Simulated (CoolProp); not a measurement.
The fluid at 293.15 K and 0.394 MPa is throttled through a valve to 0.0966 MPa with no heat exchange. The same conditions are run with several fluids, on thermodynamics alone (safety and materials aside).

The numbers come from the reference Helmholtz-energy equation of state of each fluid (ammonia: Gao 2020; R404A: Lemmon 2003; fluorine: de Reuck 1990; propane: Lemmon 2009; C3F8 (R218): Lemmon 2006) in CoolProp. Blends and air are pseudo-pure fits.

```
fluid        temperature change (K)  final density (kg/m³)
-----------  ----------------------  ---------------------
ammonia                        -9.4                  0.706
R404A                          -5.8                   4.02
fluorine                       -0.6                   1.51
propane                        -5.7                   1.81
C3F8 (R218)                    -4.4                   7.74
```
